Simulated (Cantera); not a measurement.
Feed: 1 mol SiO₂, 10 mol Cl₂, 32 mol H₂, equilibrated at 0.100 bar.

Equilibrium computed with Cantera from the NASA thermochemical tables; the gas is ideal and each condensed phase is pure. Candidate condensed phases: H₂O, Si, SiO₂; 30 gas species. The tables hold silica as quartz up to 1696 K and as liquid above; real silica turns to tridymite and cristobalite and melts near 1996 K. The numbers say what is thermodynamically allowed, not how fast it happens.

x: gas mole fraction; n: condensed amount in mol.

```
T (°C)   x H₂  x HCl    x H₂O  x SiCl₄  x SiHCl₃   x SiCl₃  n SiO₂(α-quartz)  n SiO₂(β-quartz)
------  -----  -----  -------  -------  --------  --------  ----------------  ----------------
550     0.524  0.476  1.18e-5  5.90e-6   7.83e-9  3.72e-11             1.000                 0
600     0.524  0.476      ___      ___       ___  2.32e-10                 0             1.000
650     0.524  0.476      ___      ___       ___   1.18e-9                 0             1.000
700     0.524  0.476  3.10e-5  1.54e-5   9.54e-8   5.07e-9                 0             0.999
750     0.524  0.476  4.02e-5  1.99e-5   1.85e-7   1.88e-8                 0             0.999
800     0.524  0.476  5.08e-5  2.50e-5   3.37e-7   6.14e-8                 0             0.999
850     0.524  0.476  6.29e-5  3.07e-5   5.79e-7   1.80e-7                 0             0.999
900     0.524  0.476  7.67e-5  3.68e-5   9.45e-7   4.76e-7                 0             0.998
950     0.524  0.476  9.22e-5  4.32e-5   1.47e-6   1.15e-6                 0             0.998
```

Question: Complete the blanks.

Answer: 
- 600, x H₂O: 1.69e-5
- 600, x SiCl₄: 8.45e-6
- 600, x SiHCl₃: 1.99e-8
- 650, x H₂O: 2.33e-5
- 650, x SiCl₄: 1.16e-5
- 650, x SiHCl₃: 4.55e-8
